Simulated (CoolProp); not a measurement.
Vapour-liquid equilibrium of R143a (1) + dimethyl ether (2) at 272.9 K; x and y are mole fractions of (1).

The numbers come from the multi-fluid Helmholtz-energy mixture model, Lemmon and Jacobsen 2000 and Wu 2011; pair parameters Bell 2016 in CoolProp.

Problem. Give the bubble pressure and the first vapour's composition at x = 0.35, 0.425, 0.65. Is there an azeotrope?

Solution. x = 0.35: 4.000 bar, y = 0.543; x = 0.425: 4.262 bar, y = 0.614; x = 0.65: 5.013 bar, y = 0.787. No azeotrope shows between x = 0.05 and 0.95.

Pair parameters are fitted to limited data, so mixtures are less certain than the pure fluids.
